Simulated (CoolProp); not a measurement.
The fluid at 314.97 K and 0.806 MPa flows at 5.2 m/s in a round tube of 50 mm bore and 0.25 µm roughness, fully developed (64/Re and Nu = 3.66 if laminar; Colebrook and Gnielinski if turbulent). The same conditions are run with several fluids, on thermodynamics alone (safety and materials aside).

Values from CoolProp's reference Helmholtz-energy equation of state of each fluid (ammonia: Gao 2020; R13: Platzer 1990; CF4 (R14): Platzer 1990; sulfur hexafluoride: Guder 2009; propane: Lemmon 2009). The equations of Platzer and Polt are older, rougher fits.

### Question
Rank ammonia, R13, CF4 (R14), sulfur hexafluoride, propane by Reynolds number, highest first.

### Answer
sulfur hexafluoride (783000), R13 (585000), propane (461000), CF4 (R14) (392000), ammonia (139000)

```
fluid                Darcy friction factor  pressure drop (Pa/m)  heat-transfer coefficient (W/(m² K))  mass flow (kg/h)
-------------------  ---------------------  --------------------  ------------------------------------  ----------------
ammonia                             0.0168                  25.7                                   161               208
R13                                 0.0129                   119                                   219              1260
CF4 (R14)                           0.0138                   104                                   200              1020
sulfur hexafluoride                 0.0122                   162                                   303              1790
propane                             0.0134                  55.9                                   278               566
```

Transport values come from each fluid's own correlations; those of R13, CF4 (R14) are estimates that may be off by 10 % or more.
